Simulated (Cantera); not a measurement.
**Adiabatic ignition**

An adiabatic, constant-volume homogeneous reactor starts with C2H4 : O2 : N2 : H2O = 1 : 4.92 : 18.5 : 0.95 (molar parts), equivalence ratio 0.61, at 1473 K and 5.03 atm.

Model: GRI-Mech 3.0 (53 species, 325 reactions), integrated in Cantera. GRI-Mech 3.0 was tuned for natural gas; its chemistry of ethylene as a main component is partial and can be far from experiment.

```
t (s)     T (K)  P (bar)  x C2H4    x O2   x H2O    x CH2O    x C2H6    x HCO
--------  -----  -------  ------  ------  ------  --------  --------  -------
2.00e-6    1473     5.10  0.0394   0.194  0.0374   3.21e-8  5.21e-12  1.44e-9
7.23e-6    1474     5.10  0.0391   0.194  0.0375   5.26e-5   5.43e-7  1.85e-6
2.62e-5    2836     9.98  <1e-12  0.0758   0.102  1.65e-10    <1e-12  2.06e-8
9.46e-5    2833     9.97  <1e-12  0.0738   0.103  1.58e-10    <1e-12  1.93e-8
0.000342   2819     9.91  <1e-12  0.0696   0.103  1.51e-10    <1e-12  1.80e-8
0.00124    2809     9.87  <1e-12  0.0668   0.104  1.46e-10    <1e-12  1.72e-8
0.00447    2809     9.87  <1e-12  0.0667   0.104  1.46e-10    <1e-12  1.72e-8
0.0162     2809     9.87  <1e-12  0.0667   0.104  1.46e-10    <1e-12  1.72e-8
0.0585     2809     9.87  <1e-12  0.0667   0.104  1.46e-10    <1e-12  1.72e-8
0.211      2809     9.87  <1e-12  0.0667   0.104  1.46e-10    <1e-12  1.72e-8
0.765      2809     9.87  <1e-12  0.0667   0.104  1.46e-10    <1e-12  1.72e-8
2.77       2809     9.87  <1e-12  0.0667   0.104  1.46e-10    <1e-12  1.72e-8
10.0       2809     9.87  <1e-12  0.0667   0.104  1.46e-10    <1e-12  1.72e-8
```
x: mole fraction; the columns are a selection and need not sum to one.

```json
{
 "time_of_steepest_temperature_rise": "11.2 µs",
 "temperature at 10.0 s": "2809 K",
 "equilibrium_temperature": "2809 K",
 "x(C2H4) at 10.0 s": "<1e-12 (gas-phase equilibrium <1e-12)",
 "x(O2) at 10.0 s": "0.0667 (gas-phase equilibrium 0.0667)",
 "x(H2O) at 10.0 s": "0.104 (gas-phase equilibrium 0.104)"
}
```
